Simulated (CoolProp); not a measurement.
cis-2-butene along the isotherm 441.8 K: density (kg/m³) from the reference equation and from simpler models built on Tc = 435.8 K, pc = 4.236 MPa, ω = 0.202; each cubic takes its own stable root.

Computed with CoolProp (reference Helmholtz-energy equation of state, Lemmon 2005). It is a short technical equation, of lower accuracy than the large ones.

| p (MPa) | phase | reference |
|---|---|---|
| 0.0335 | gas | 0.5130 |
| 0.0635 | gas | 0.9748 |
| 0.12 | gas | 1.850 |
| 0.228 | gas | 3.547 |
| 0.433 | gas | 6.852 |
| 0.82 | gas | 13.43 |
| 1.55 | gas | 27.33 |
| 2.95 | gas | 63.27 |
| 5.59 | supercritical | 360.3 |
| 10.6 | supercritical | 436.5 |

Question: How far does each simpler model (Redlich-Kwong, Peng-Robinson) lie from the reference over these 10 states: mean and median of the absolute difference, and the worst?

Answer: 
- Redlich-Kwong: mean 3.0 %, median 0.1 %, worst -16.8 % at 441.8 K and 5.59 MPa
- Peng-Robinson: mean 1.5 %, median 0.5 %, worst -9.8 % at 441.8 K and 5.59 MPa
